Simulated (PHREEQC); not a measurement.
Phosphoric acid bath (model solution)

Dissolve 0.0015 mol/kgw KH2PO4, 0.00045 mol/kgw H2SO4 and 0.00043 mol/kgw H4SiO4 at 25 °C. Closed to the air; pH follows from the charge balance.

Model: ion-association model, wateq4f.dat, run in PHREEQC.

Precipitation was switched off in this run.

**Question.** What pH, ionic strength does the model give?

**Answer.** pH 3.15; ionic strength 0.00266 mol/kgw.

**Question.** In which forms is S present?

**Answer.** SO4-2 94 %, HSO4- 5.4 %, KSO4- 0.8 % of the S.

Examples of supersaturated solids here: Quartz (slow to form), Chalcedony (slow to form). Others may be too. Complexes and solids missing from the database can't appear. H3PO4, which wateq4f.dat lacks, is added to it with the constant of phreeqc.dat.
